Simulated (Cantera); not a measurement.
Input: 1 mol B, 1.1 mol H2O, at 1352 °C and 1.00 Torr.

Equilibrium computed with Cantera from the NASA thermochemical tables; the gas is ideal and each condensed phase is pure. Candidate condensed phases: B, B2O3, B3O3H3, H2O; 23 gas species. The numbers say what is thermodynamically allowed, not how fast it happens.

Base state: H2 0.610, B2O2 0.177, HBO 0.141, B2O3 0.0568, BO 0.00765, HBO2 0.00542, H 0.00151, H2O 2.62e-5 (mole fractions); condensed: gas only.

Task: What changes in the equilibrium state with this change: B replaced by B2H6?

Result: 
```csv
species,before,after
H2,0.610,0.832
HBO,0.141,0.0955
B2O2,0.177,0.0598
B2O3,0.0568,0.00497
HBO2,0.00542,0.000955
B3O3H3,1.74e-5,5.43e-6
BH2,8.88e-6,2.71e-5
H2O,2.62e-5,9.29e-6
BO,0.00765,0.00445
"B(s), mol",0,0.927
```
The feed counts by its element totals alone. The tables' values for BH2 are old estimates; treat these amounts as uncertain.

Task: What changes in the equilibrium state with this change: pressure from 1.00 Torr to 10.0 Torr?

Result: 
```tsv
species	before	after
H2	0.610	0.817
HBO	0.141	0.0972
B2O2	0.177	0.0632
B2O3	0.0568	0.0171
B3O3H3	1.74e-5	0.000573
BO	0.00765	0.00144
BH2	8.88e-6	2.66e-5
H	0.00151	0.000552
B(s), mol	0	0.172
B2O3(l), mol	0	0.247
```
Mutual solubility and eutectic melting of coexisting phases are not modelled. The tables' values for BH2 are old estimates; treat these amounts as uncertain.
